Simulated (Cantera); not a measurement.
A freely propagating, adiabatic, planar premixed flame of H₂ : O₂ : N₂ : H₂O = 1 : 0.2 : 0.7 : 0.21 (molar parts), equivalence ratio 2.5, unburnt at 375 K and 0.819 atm; unity-Lewis-number transport, grid criteria slope 0.08 and curve 0.16, no radiation.

Cantera simulation using the H2/O2 subset of GRI-Mech 3.0, which has no nitrogen chemistry; the numbers are that mechanism's predictions, not measurements. Unity Lewis numbers drop preferential diffusion, which matters most where H2 and H carry the flame. Burning velocities carry a grid error of a few per cent, more on coarse grids.

Question: Predict: laminar burning velocity; thermal thickness; peak x(H₂O₂); peak x(HO₂); peak x(OH).

Answer: 
```
Quantity                     Value
------------------------  --------
laminar burning velocity  183 cm/s
thermal thickness         0.460 mm
peak x(H₂O₂)               2.43e-5
peak x(HO₂)               0.000283
peak x(OH)                 0.00152
```
